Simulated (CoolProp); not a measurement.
c-C4F8 (RC318) along the isobar 3800 kPa: fugacity coefficient from the reference equation and from simpler models built on Tc = 388.4 K, pc = 2778 kPa, ω = 0.355; each cubic takes its own stable root.

Computed with CoolProp (reference Helmholtz-energy equation of state, Platzer 1990). This equation is an older, rougher fit; its heat capacities, sound speeds and derivatives of the liquid may be far off and weren't checked against measurements.

| T (K) | phase | reference | van der Waals | Redlich-Kwong | Soave-Redlich-Kwong | Peng-Robinson |
|---|---|---|---|---|---|---|
| 325.7 | liquid | 0.1828 | 0.3349 | 0.2403 | 0.1862 | 0.1785 |
| 329.9 | liquid | 0.2005 | 0.3495 | 0.2576 | [?] | 0.1958 |
| 334 | liquid | 0.2187 | 0.3640 | 0.2749 | 0.2230 | [?] |
| 338.2 | liquid | 0.2382 | 0.3789 | 0.2931 | 0.2430 | 0.2326 |
| 342.3 | liquid | 0.2580 | 0.3935 | 0.3113 | 0.2633 | 0.2521 |
| 346.5 | liquid | 0.2792 | 0.4087 | 0.3303 | 0.2849 | 0.2727 |
| 350.6 | liquid | [?] | [?] | 0.3491 | 0.3068 | [?] |
| 354.8 | liquid | 0.3233 | [?] | 0.3687 | 0.3299 | 0.3158 |
| 358.9 | liquid | 0.3460 | 0.4537 | 0.3880 | 0.3531 | 0.3379 |
| 363.1 | liquid | 0.3700 | 0.4690 | 0.4080 | 0.3773 | 0.3612 |
| 367.2 | liquid | 0.3938 | [?] | 0.4276 | 0.4014 | 0.3843 |
| 371.4 | liquid | 0.4187 | 0.4992 | [?] | 0.4265 | 0.4083 |
| 375.6 | liquid | 0.4439 | 0.5144 | 0.4679 | 0.4517 | 0.4326 |
| 379.7 | liquid | 0.4687 | 0.5291 | 0.4874 | 0.4764 | 0.4563 |

Task: Complete the blanks.

Result: 
- 329.9, Soave-Redlich-Kwong: 0.2044
- 334, Peng-Robinson: 0.2136
- 350.6, reference: 0.3006
- 350.6, van der Waals: 0.4235
- 350.6, Peng-Robinson: 0.2937
- 354.8, van der Waals: 0.4388
- 367.2, van der Waals: 0.4839
- 371.4, Redlich-Kwong: 0.4478
